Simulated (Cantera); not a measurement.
**Catalytic combustion on Pt**

An isothermal plug-flow reactor at 1100 K and 280000 Pa (inlet), inlet velocity 4 m/s, active area per volume 180 1/m; feed CH₄ : O₂ : N₂ : H₂O = 0.0081 : 0.13 : 0.79 : 0.053 (molar parts), equivalence ratio 0.12.

Model: Deutschmann's 1995 Pt surface mechanism with GRI-Mech 3.0 gas chemistry, integrated in Cantera. Catalytic surfaces can have several steady states; this one follows from the mechanism file's or the stated starting coverage. Mass transfer to the wall is taken as infinitely fast.

```tsv
z (m)	x CH₄	x O₂	x H₂O	x CO₂	x CO	θ free Pt	θ O*	θ OH*
0.00049	0.00824	0.132	0.0541	1.66e-5	1.85e-6	0.228	0.766	0.00533
0.0011	0.00821	0.132	0.0541	3.80e-5	3.33e-6	0.228	0.766	0.00533
0.0023	0.00817	0.132	0.0542	8.13e-5	4.75e-6	0.228	0.766	0.00533
0.0049	0.00806	0.132	0.0544	0.000177	5.48e-6	0.228	0.766	0.00534
0.011	0.00782	0.132	0.0548	0.000399	5.51e-6	0.229	0.766	0.00537
0.023	0.00736	0.131	0.0557	0.000818	5.45e-6	0.229	0.766	0.00541
0.049	0.00638	0.129	0.0575	0.00166	7.04e-6	0.229	0.765	0.00550
```
x: gas mole fraction; θ: surface coverage.
